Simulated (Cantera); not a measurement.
Charge: 1 mol BN, 16 mol F2, 76 mol H2, 15 mol H2O, equilibrated at 30.0 mbar.

Equilibrium computed with Cantera from the NASA thermochemical tables; the gas is ideal and each condensed phase is pure. Candidate condensed phases: B, BN, B2O3, B3O3H3, H2O; 62 gas species. Rates play no part. All values below are at 1550 °C.

Base state: H2 0.568, HF 0.288, H2O 0.128, BOF 0.00783, N2 0.00463, H 0.00189, HBO2 0.00134, BF3 5.03e-5 (mole fractions); condensed: gas only.

Q: What changes in the equilibrium state with this change: H2 from 76 to 0.41 mol?

A: 
```csv
species,before,after
HF,0.288,0.772
O2,7.52e-9,0.180
BOF,0.00783,0.0148
H2,0.568,7.40e-6
BF3,5.03e-5,0.0107
H2O,0.128,0.00816
N2,0.00463,0.0125
HBO,1.69e-5,<1e-9
NO,6.51e-8,0.000524
O,7.55e-8,0.000369
BOF2,1.95e-8,2.74e-5
F,1.79e-7,0.000133
```
